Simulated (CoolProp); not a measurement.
Ammonia at several states: fugacity coefficient from the reference equation and from simpler models built on Tc = 405.6 K, pc = 11.36 MPa, ω = 0.256; each cubic takes its own stable root.

Model: reference Helmholtz-energy equation of state, Gao 2020, in CoolProp.

```
T (K)  p (MPa)          phase  reference  van der Waals  Redlich-Kwong  Soave-Redlich-Kwong
-----  -------  -------------  ---------  -------------  -------------  -------------------
707.9     42.6  supercritical     0.8838         0.8036         0.8478               0.9566
512.1     11.6  supercritical     0.8484         0.8357         0.8375               0.8626
357.9     34.7         liquid     0.1406         0.2531         0.1834               0.1623
698.1   0.0335            gas     0.9999         0.9998         0.9998               0.9999
546.1    0.859            gas     0.9908         0.9895         0.9896               0.9917
```
